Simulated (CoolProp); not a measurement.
Vapour-liquid equilibrium of propane (1) + isobutane (2) at 337.4 K; x and y are mole fractions of (1).

Values from CoolProp's multi-fluid Helmholtz-energy mixture model, Lemmon 2009 and Bücker 2006; pair parameters Kunz 2012.

```
x     bubble pressure (kPa)  y at the bubble point  dew pressure at overall composition x (kPa)  liquid density (mol/L)
----  ---------------------  ---------------------  -------------------------------------------  ----------------------
0.05                   1016                  0.091                                        988.7                   8.591
0.15                   1132                  0.249                                         1056                   8.701
0.25                   1251                  0.382                                         1133                   8.812
0.35                   1372                  0.497                                         1220                   8.921
0.45             (withheld)                  0.598                                         1320                   9.029
0.55                   1629                  0.688                                   (withheld)                   9.134
0.65                   1766                  0.768                                         1571              (withheld)
0.75                   1910                  0.842                                         1733                   9.324
0.85                   2062                  0.909                                         1928                   9.403
0.95                   2224                  0.971                                         2167              (withheld)
```

Q: Complete the blanks.

A: 
- 0.45, bubble pressure (kPa): 1498
- 0.55, dew pressure at overall composition x (kPa): 1436
- 0.65, liquid density (mol/L): 9.233
- 0.95, liquid density (mol/L): 9.463

No azeotrope shows between x = 0.05 and 0.95.

The pair parameters rest on a limited set of measurements; away from them the model extrapolates.
